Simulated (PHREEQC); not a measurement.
Consider water at 25 °C with 1 mmol/kgw HNO3, 27 mmol/kgw K2SO4 and 12 mmol/kgw CO2. Closed to the air; pH follows from the charge balance.

Model: ion-association model, phreeqc.dat, run in PHREEQC.

Each row changes one thing in this solution. No solid was allowed to form.

| case | pH | ionic strength (mol/kgw) | K+ (mol/kgw) | SO4-2 (mol/kgw) | KSO4- (mol/kgw) | HSO4- (mol/kgw) |
|---|---|---|---|---|---|---|
| as made | 3.37 | 0.0744 | 0.0507 | 0.0232 | 0.00330 | 0.000500 |
| CO2 replaced by K2CO3 at the same molality | 10.77 | ___ | 0.0738 | 0.0228 | 0.00418 | 1.77e-11 |
| 0.0088 mol/kgw Zn(NO3)2 added | 3.32 | 0.0866 | 0.0513 | 0.0194 | 0.00266 | 0.000445 |
| HNO3 from 0.001 to 0.0002 mol/kgw | 3.96 | 0.0743 | 0.0507 | 0.0235 | 0.00335 | ___ |
| temperature from 25 to 70 °C | 3.62 | 0.0699 | ___ | ___ | 0.00534 | 0.000743 |
| HNO3 replaced by Mn(NO3)2 at the same molality | 4.27 | 0.0757 | 0.0507 | 0.0232 | 0.00329 | ___ |
| HNO3 left out | 4.28 | 0.0743 | 0.0506 | 0.0236 | 0.00335 | 6.24e-5 |

**Question.** Some entries are withheld; supply them.

**Answer.** 
- CO2 replaced by K2CO3 at the same molality, ionic strength (mol/kgw): 0.107
- HNO3 from 0.001 to 0.0002 mol/kgw, HSO4- (mol/kgw): 0.000129
- temperature from 25 to 70 °C, K+ (mol/kgw): 0.0487
- temperature from 25 to 70 °C, SO4-2 (mol/kgw): 0.0209
- HNO3 replaced by Mn(NO3)2 at the same molality, HSO4- (mol/kgw): 6.22e-5

Constants without temperature data keep their 25 °C values here.
